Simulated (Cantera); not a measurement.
## SiH2Cl2 + H2 (silicon epitaxy and polysilicon growth)

Feed: 1 mol SiH2Cl2, 33 mol H2, at 0.00930 bar.

Method: chemical equilibrium by Gibbs-energy minimisation in Cantera with the NASA 1993 tables (ideal gas, pure condensed phases). Candidate condensed phases: Si; 19 gas species. The tables' values for SiCl3 are old estimates; treat these amounts as uncertain. Rates play no part.

From 800 K to 1550 K the condensed part is Si(s). The main Si-bearing gas is SiCl4 at 800 K and SiCl2 at 1550 K. The share of Si in condensed phases is highest at 1250 K (79.1 %) and lowest at 800 K (48.9 %).

| T (K) | x H2 | x HCl | x SiCl4 | x SiCl2 | x SiHCl3 | n Si(s) |
|---|---|---|---|---|---|---|
| 800 | 0.983 | 0.00264 | 0.0110 | 7.26e-6 | 0.00370 | 0.489 |
| 875 | 0.980 | 0.00646 | 0.0102 | 5.43e-5 | 0.00338 | 0.523 |
| 950 | 0.975 | 0.0133 | 0.00858 | 0.000278 | 0.00288 | 0.581 |
| 1025 | 0.967 | 0.0233 | 0.00602 | 0.00100 | 0.00214 | 0.660 |
| 1100 | 0.958 | 0.0343 | 0.00302 | 0.00250 | 0.00124 | 0.737 |
| 1175 | 0.952 | 0.0417 | 0.000941 | 0.00416 | 0.000507 | 0.781 |
| 1250 | 0.950 | 0.0442 | 0.000216 | 0.00518 | 0.000165 | 0.791 |
| 1325 | 0.949 | 0.0446 | 4.90e-5 | 0.00574 | 5.33e-5 | 0.787 |
| 1400 | 0.949 | 0.0444 | 1.24e-5 | 0.00612 | 1.88e-5 | 0.780 |
| 1475 | 0.949 | 0.0440 | 3.57e-6 | 0.00642 | 7.28e-6 | 0.772 |
| 1550 | 0.949 | 0.0436 | 1.15e-6 | 0.00667 | 3.09e-6 | 0.764 |
x: gas mole fraction; n: condensed amount in mol.
